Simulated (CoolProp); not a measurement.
A single-stage vapour-compression cycle with R125: evaporating at 203.15 K (dew point), condensing at 258.15 K (bubble point), superheat 8 K, subcooling 2 K, compressor efficiency 0.7, no pressure losses. Each further row changes one setting.

Values from CoolProp's reference Helmholtz-energy equation of state, Lemmon 2005.

| case | cooling COP | pressure ratio | discharge temperature (K) | refrigerating effect (kJ/kg) | volumetric capacity (kJ/m³) |
|---|---|---|---|---|---|
| as stated | 2.01 | 13.5 | 300.2 | 121 | 252 |
| evaporating temperature 208.15 K | 2.33 | 9.94 | 295.5 | 124 | 344 |
| condensing temperature 253.15 K | 2.28 | 11.2 | 293.6 | 127 | 265 |
| subcooling 7 K | 2.11 | 13.5 | 300.2 | 127 | 265 |
| superheat 18 K | 2.02 | 13.5 | 311.6 | 127 | 253 |
| compressor efficiency 0.6 | 1.72 | 13.5 | 312.2 | 121 | 252 |
